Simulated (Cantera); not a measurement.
Charge: 1 mol Cr2O3, 2.3 mol H2, 26 mol N2, at 0.000250 bar.

These are equilibrium values from Cantera (NASA tables, ideal gas, pure condensed phases), not measurements of a reactor. Candidate condensed phases: Cr, CrN, Cr2N, Cr2O3, H2O; 29 gas species. The numbers say what is thermodynamically allowed, not how fast it happens. All values below are at 975 K.

Base state: N2 0.919, H2 0.0813 (mole fractions); condensed: Cr2O3(s).

### Question
What changes in the equilibrium state with this change: Cr2O3 replaced by CuO?

### Answer
```csv
species,before,after
N2,0.919,0.919
H2,0.0813,0.0459
H2O,9.99e-7,0.0353
"Cr2O3(s), mol",1.000,0
"Cu(s), mol",0,1.000
```
Further candidate phases: Cu, CuO, Cu(OH)2, Cu2O.
